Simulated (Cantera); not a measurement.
Input: 1 mol Fe(CO)5, 5.8 mol CO, 6.9 mol H2, equilibrated at 1473 K.

Method: chemical equilibrium by Gibbs-energy minimisation in Cantera with the NASA 1993 tables (ideal gas, pure condensed phases). Candidate condensed phases: C, C6H6, C7H8, C8H18, Fe, Fe(CO)5, FeO, Fe(OH)2, Fe(OH)3, Fe2O3, Fe3O4, H2O; 114 gas species. Iron dissolves carbon and melts from about 1420 K in contact with it, which pure phases cannot show. Condensed phases not in the tables: cementite and carbon dissolved in iron. Rates play no part.

log p: log10 of the partial pressure in bar; n: condensed amount in mol.

```csv
P (Pa),log p CO,log p H2,log p H2O,log p CH4,log p CO2,log p Fe,log p H,n Fe(γ),n C(graphite)
10,-4.22,-4.41,-10.70,-11.96,-10.90,-7.08,-7.10,0.985,0
36,-3.66,-3.85,-9.77,-10.66,-9.96,-7.08,-6.82,0.996,0
130,[?],[?],[?],[?],[?],-7.08,[?],0.999,0
460,[?],[?],[?],[?],[?],-7.08,[?],1.000,0
1700,-1.98,-2.18,-6.84,-6.89,-7.04,-7.08,-5.99,1.000,0
6000,-1.44,-1.63,-5.75,-5.79,-5.95,-7.08,-5.71,1.000,0
22000,-0.87,-1.07,-4.62,-4.67,-4.82,-7.08,-5.43,1.000,0.00134
77000,-0.33,-0.52,-3.53,-3.58,-3.73,-7.08,-5.16,1.000,0.00490
280000,0.23,0.04,-2.41,-2.46,-2.61,-7.08,-4.88,1.000,0.0180
1000000,0.78,0.58,-1.31,-1.37,-1.51,-7.08,-4.61,1.00,0.0643
```

Question: What belongs in the gaps?

Answer: 
- 130, log p CO: -3.10
- 130, log p H2: -3.30
- 130, log p H2O: -8.82
- 130, log p CH4: -9.38
- 130, log p CO2: -9.02
- 130, log p H: -6.55
- 460, log p CO: -2.55
- 460, log p H2: -2.75
- 460, log p H2O: -7.87
- 460, log p CH4: -8.13
- 460, log p CO2: -8.07
- 460, log p H: -6.27
